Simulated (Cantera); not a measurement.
## Al2O3 + HI (chemical vapour transport)

Charge: 1 mol Al2O3, 0.16 mol HI, equilibrated at 975 °C.

Equilibrium computed with Cantera from the NASA thermochemical tables; the gas is ideal and each condensed phase is pure. Candidate condensed phases: Al, AlI3, Al2O3, H2O, I2; 25 gas species. Rates play no part.

From 10.0 mbar to 10.0 bar the condensed part is Al2O3(s). The main Al-bearing gas is AlI3 throughout.

| P (Pa) | log p HI | log p I | log p H2 | log p I2 | n Al2O3(s) |
|---|---|---|---|---|---|
| 1000 | -2.54 | -2.35 | -2.62 | -3.78 | 1.000 |
| 3200 | -1.90 | -1.94 | -2.16 | -2.96 | 1.000 |
| 10000 | -1.32 | -1.57 | -1.72 | -2.24 | 1.000 |
| 32000 | -0.75 | -1.24 | -1.25 | -1.57 | 1.000 |
| 100000 | -0.21 | -0.94 | -0.78 | -0.97 | 1.000 |
| 320000 | 0.31 | -0.65 | -0.29 | -0.40 | 1.000 |
| 1000000 | 0.82 | -0.39 | 0.19 | 0.13 | 1.000 |
log p: log10 of the partial pressure in bar; n: condensed amount in mol.
